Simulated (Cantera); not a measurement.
Charge: 1 mol Ta₂O₅, 26 mol H₂, at 1777 °C and 1.10 mbar.

These are equilibrium values from Cantera (NASA tables, ideal gas, pure condensed phases), not measurements of a reactor. Candidate condensed phases: H₂O, Ta, Ta₂O₅; 12 gas species. Mutual solubility and eutectic melting of coexisting phases are not modelled. Condensed phases not in the tables: N, O or C dissolved in the metal. The numbers say what is thermodynamically allowed, not how fast it happens.

Base state: H₂ 0.929, H 0.0659, TaO₂ 0.00223, H₂O 0.00210, TaO 0.000425, OH 1.63e-5 (mole fractions); condensed: Ta(s) + Ta₂O₅(s).

Q: What changes in the equilibrium state with this change: temperature from 1777 °C to 1400 °C?

A: 
| species | before | after |
|---|---|---|
| H₂ | 0.929 | 0.996 |
| H | 0.0659 | 0.00343 |
| H₂O | 0.00210 | 0.000324 |
| TaO₂ | 0.00223 | 1.01e-6 |
| TaO | 0.000425 | 2.04e-7 |
| OH | 1.63e-5 | 5.36e-8 |
| Ta(s), mol | 0.00398 | 0.00337 |
| Ta₂O₅(s), mol | 0.962 | 0.998 |

Q: What changes in the equilibrium state with this change: Ta₂O₅ replaced by FeS?

A: 
| species | before | after |
|---|---|---|
| H₂ | 0.929 | 0.874 |
| H | 0.0659 | 0.0639 |
| Fe | 0 | 0.0350 |
| S | 0 | 0.0116 |
| TaO₂ | 0.00223 | 0 |
| S₂ | 0 | 0.00776 |
| SH | 0 | 0.00656 |
| H₂O | 0.00210 | 0 |
| Ta(s), mol | 0.00398 | 0 |
| Ta₂O₅(s), mol | 0.962 | 0 |
Further candidate phases: Fe, FeS, FeS₂, S.

Q: What changes in the equilibrium state with this change: Ta₂O₅ replaced by NiS?

A: 
```csv
species,before,after
H₂,0.929,0.874
H,0.0659,0.0640
Ni,0,0.0340
S,0,0.0114
TaO₂,0.00223,0
S₂,0,0.00746
SH,0,0.00643
"Ta(s), mol",0.00398,0
"Ta₂O₅(s), mol",0.962,0
```
Further candidate phases: Ni, NiS, NiS₂, Ni₃S₂, Ni₃S₄, S.
